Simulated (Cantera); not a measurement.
Charge: 1 mol PbO, a varied amount of CO, held at 1273.15 K and 10.0 mbar.

Method: chemical equilibrium by Gibbs-energy minimisation in Cantera with the NASA 1993 tables (ideal gas, pure condensed phases). Candidate condensed phases: C, Pb, PbO, PbO₂, Pb₃O₄; 15 gas species. Rates play no part.

Task: What share of the Pb ends up in condensed phases as a function of n(CO) (mol), at 1.1, 1.9, 2.7, 3.5, 4.4, 5.2, 6, 6.8, 7.7, 8.5, 9.3?

Result: 
```tsv
n(CO) (mol)	Pb condensed (%)	as
1.1	75.2	Pb(l)
1.9	57.2	Pb(l)
2.7	39.1	Pb(l)
3.5	21.1	Pb(l)
4.4	0.8	Pb(l)
5.2	0.0	-
6	0.0	-
6.8	0.0	-
7.7	0.0	-
8.5	0.0	-
9.3	0.0	-
```
